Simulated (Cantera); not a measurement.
Charge: 1 mol MgSO4, 0.14 mol H2O, 0.16 mol CO2, at 675 °C and 100 Torr.

Method: chemical equilibrium by Gibbs-energy minimisation in Cantera with the NASA 1993 tables (ideal gas, pure condensed phases). Candidate condensed phases: C, C6H6, C7H8, C8H18, H2O, H2SO4, Mg, MgCO3, MgO, Mg(OH)2, MgS, MgSO4, S; 130 gas species. Rates play no part.

Base state: CO2 0.533, H2O 0.466, SO2 0.000361, O2 0.000181 (mole fractions); condensed: MgO(s) + MgSO4(s).

Task: What changes in the equilibrium state with this change: pressure from 100 Torr to 0.345 Torr?

Result: 
```csv
species,before,after
CO2,0.533,0.449
H2O,0.466,0.393
SO2,0.000361,0.105
O2,0.000181,0.0523
SO3,6.10e-6,0.00177
"MgO(s), mol",0.000110,0.0380
"MgSO4(s), mol",1.000,0.962
```
